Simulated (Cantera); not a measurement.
Charge: 1 mol PbO, 0.31 mol CH₄, 18 mol H₂, 2 mol C, equilibrated at 13000 Pa.

Equilibrium computed with Cantera from the NASA thermochemical tables; the gas is ideal and each condensed phase is pure. Candidate condensed phases: C, C₆H₆, C₇H₈, C₈H₁₈, H₂O, Pb, PbO, PbO₂, Pb₃O₄; 113 gas species. Equilibrium is a limit: real reactors are often held back by kinetics, nucleation or transport.

x: gas mole fraction; n: condensed amount in mol.

```csv
T (K),x H₂,x CO,x Pb,x H,x C₂H₂ (acetylene),x CH₄,n C(graphite)
1698,0.902,0.0485,0.0485,0.000381,6.50e-5,(withheld),1.30
1798,0.902,0.0485,0.0485,0.000927,0.000156,(withheld),1.30
1898,0.901,0.0484,0.0484,0.00206,0.000339,(withheld),1.29
1998,0.898,0.0484,0.0484,0.00422,0.000681,(withheld),1.28
2098,0.894,0.0483,0.0483,0.00807,0.00128,(withheld),1.26
2198,0.887,0.0481,0.0481,0.0145,0.00225,(withheld),1.22
2298,0.876,0.0479,0.0479,0.0249,0.00375,(withheld),1.15
```

Q: Some entries are withheld; supply them.

A: 
- 1698, x CH₄: 0.000117
- 1798, x CH₄: 8.19e-5
- 1898, x CH₄: 5.96e-5
- 1998, x CH₄: 4.48e-5
- 2098, x CH₄: 3.44e-5
- 2198, x CH₄: 2.70e-5
- 2298, x CH₄: 2.14e-5
